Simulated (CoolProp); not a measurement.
cis-2-butene along the isotherm 426.4 K: fugacity coefficient from the reference equation and from simpler models built on Tc = 435.8 K, pc = 4.236 MPa, ω = 0.202; each cubic takes its own stable root.

Model: reference Helmholtz-energy equation of state, Lemmon 2005, in CoolProp. It is a short technical equation, of lower accuracy than the large ones.

```json
[
 {"p (MPa)": "0.756", "phase": "gas", "reference": "0.9340"},
 {"p (MPa)": "1.51", "phase": "gas", "reference": "0.8690"},
 {"p (MPa)": "2.27", "phase": "gas", "reference": "0.8038"},
 {"p (MPa)": "3.03", "phase": "gas", "reference": "0.7379"},
 {"p (MPa)": "3.78", "phase": "liquid", "reference": "0.6608"},
 {"p (MPa)": "4.54", "phase": "liquid", "reference": "0.5674"},
 {"p (MPa)": "5.3", "phase": "liquid", "reference": "0.5005"},
 {"p (MPa)": "6.05", "phase": "liquid", "reference": "0.4510"},
 {"p (MPa)": "6.81", "phase": "liquid", "reference": "0.4120"},
 {"p (MPa)": "7.56", "phase": "liquid", "reference": "0.3813"},
 {"p (MPa)": "8.32", "phase": "liquid", "reference": "0.3560"},
 {"p (MPa)": "9.08", "phase": "liquid", "reference": "0.3350"},
 {"p (MPa)": "9.83", "phase": "liquid", "reference": "0.3176"},
 {"p (MPa)": "10.6", "phase": "liquid", "reference": "0.3024"}
]
```

Task: How far does each simpler model (Redlich-Kwong, Soave-Redlich-Kwong, Peng-Robinson) lie from the reference over these 14 states: mean and median of the absolute difference, and the worst?

Result: 
- Redlich-Kwong: mean 4.2 %, median 4.8 %, worst +7.5 % at 426.4 K and 10.6 MPa
- Soave-Redlich-Kwong: mean 3.2 %, median 3.5 %, worst +6.1 % at 426.4 K and 10.6 MPa
- Peng-Robinson: mean 0.8 %, median 0.7 %, worst -1.6 % at 426.4 K and 3.03 MPa
